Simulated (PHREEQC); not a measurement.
A solution holds 0.041 mol/kgw (CH3)4NCl, at 25 °C. Closed to the air; pH follows from the charge balance.

Model: ion-association model, wateq4f.dat, run in PHREEQC.

The ionic strength is 0.0410 mol/kgw.

```tsv
species	molality	activity	log γ
Cl-	0.0410	0.0339	-0.083
(CH3)4N+	0.0410	0.0340	-0.082
H+	1.19e-7	1.02e-7	-0.065
OH-	1.19e-7	9.78e-8	-0.084
```

Precipitation was switched off in this run. (CH3)4N+ isn't in the database: it is added as a free cation with an ion size of 4 Å.
